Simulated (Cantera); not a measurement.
A closed system holds: 1 mol SiH2Cl2, 15 mol N2, at 24.0 Pa.

Method: chemical equilibrium by Gibbs-energy minimisation in Cantera with the NASA 1993 tables (ideal gas, pure condensed phases). Candidate condensed phases: NH4Cl, Si, Si3N4; 28 gas species. N2 is the only nitrogen source here; it is nearly inert below about 1500 K, so the nitride shown seldom forms there in practice. The tables' values for SiCl3, SiCl, SiN are old estimates; treat these amounts as uncertain. Rates play no part.

log p: log10 of the partial pressure in bar; n: condensed amount in mol.

```json
[
 {"T (K)": "1125", "log p N2": "-3.67", "log p HCl": "-4.64", "log p H2": "-5.49", "log p SiCl2": "-6.76", "log p SiCl4": "-5.84", "log p Si": "<-15", "n Si3N4(s)": "0.294", "n Si(s)": "0", "n Si(l)": "0"},
 {"T (K)": "1225", "log p N2": "-3.67", "log p HCl": "-4.65", "log p H2": "-5.45", "log p SiCl2": "-5.84", "log p SiCl4": "-6.11", "log p Si": "-13.82", "n Si3N4(s)": "0.274", "n Si(s)": "0", "n Si(l)": "0"},
 {"T (K)": "1325", "log p N2": "-3.68", "log p HCl": "?", "log p H2": "?", "log p SiCl2": "?", "log p SiCl4": "?", "log p Si": "?", "n Si3N4(s)": "?", "n Si(s)": "0", "n Si(l)": "0"},
 {"T (K)": "1425", "log p N2": "-3.68", "log p HCl": "-4.90", "log p H2": "-5.09", "log p SiCl2": "-5.11", "log p SiCl4": "-7.98", "log p Si": "-9.68", "n Si3N4(s)": "0.149", "n Si(s)": "0", "n Si(l)": "0"},
 {"T (K)": "1525", "log p N2": "-3.67", "log p HCl": "-5.10", "log p H2": "-4.99", "log p SiCl2": "-4.99", "log p SiCl4": "-9.08", "log p Si": "-8.02", "n Si3N4(s)": "0.0933", "n Si(s)": "0", "n Si(l)": "0"},
 {"T (K)": "1625", "log p N2": "-3.67", "log p HCl": "-5.23", "log p H2": "-4.96", "log p SiCl2": "-4.96", "log p SiCl4": "?", "log p Si": "?", "n Si3N4(s)": "0", "n Si(s)": "?", "n Si(l)": "0"},
 {"T (K)": "1725", "log p N2": "-3.68", "log p HCl": "-5.23", "log p H2": "-4.97", "log p SiCl2": "-4.97", "log p SiCl4": "-10.49", "log p Si": "-5.99", "n Si3N4(s)": "0", "n Si(s)": "0", "n Si(l)": "0.132"}
]
```

### Question
Fill in the missing entries.

### Answer

- 1325, log p HCl: -4.74
- 1325, log p H2: -5.27
- 1325, log p SiCl2: -5.33
- 1325, log p SiCl4: -6.90
- 1325, log p Si: -11.59
- 1325, n Si3N4(s): 0.217
- 1625, log p SiCl4: -9.94
- 1625, log p Si: -6.79
- 1625, n Si(s): 0.198
